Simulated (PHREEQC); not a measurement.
**Copper plating or etch bath**

Make-up at 20 °C: 2.5 mmol/kgw Cu(NO3)2, 3.8 mmol/kgw HBF4 and 0.042 mmol/kgw Na2SO4. Closed to the air; pH follows from the charge balance.

All values are PHREEQC results (ion-association model, wateq4f.dat), not measurements.

Each row changes one thing in this solution. Precipitation was switched off in this run.

```
case                                                    pH  ionic strength (mol/kgw)  HF (mol/kgw)  F- (mol/kgw)  H2F2 (mol/kgw)  SO4-2 (mol/kgw)  SI of Mirabilite (Na2SO4:10H2O)
----------------------------------------------  ----------  ------------------------  ------------  ------------  --------------  ---------------  -------------------------------
as made                                               2.48                    0.0112       0.00339      0.000827         3.59e-5          2.95e-5                           -11.61
HBF4 replaced by Cu(BF4)2 at the same molality        2.94                    0.0200       0.00305       0.00224         2.91e-5          2.82e-5                           -11.70
HBF4 from 0.0038 to 0.00418 mol/kgw             (withheld)                    0.0115       0.00354      0.000797         3.92e-5          2.92e-5                           -11.62
Cu(NO3)2 left out                                     2.47                   0.00373       0.00345      0.000791         3.71e-5          3.37e-5                           -11.44
HBF4 from 0.0038 to 0.0019 mol/kgw              (withheld)                   0.00966       0.00241       0.00100         1.81e-5          3.11e-5                           -11.57
temperature from 20 to 10 °C                          2.46                    0.0113       0.00292      0.000821         3.75e-5          3.05e-5                           -11.09
HBF4 replaced by NaHF2 at the same molality           3.23                    0.0118       0.00305       0.00427         2.91e-5          3.36e-5                            -8.23
```

Task: Fill in the missing entries.

Result: 
- HBF4 from 0.0038 to 0.00418 mol/kgw, pH: 2.44
- HBF4 from 0.0038 to 0.0019 mol/kgw, pH: 2.71

Species that the database lacks are ignored. At this temperature some constants are extrapolated from 25 °C, and those without enthalpy data are left unchanged. Real BF4- forms and hydrolyses slowly; the run takes it at equilibrium.
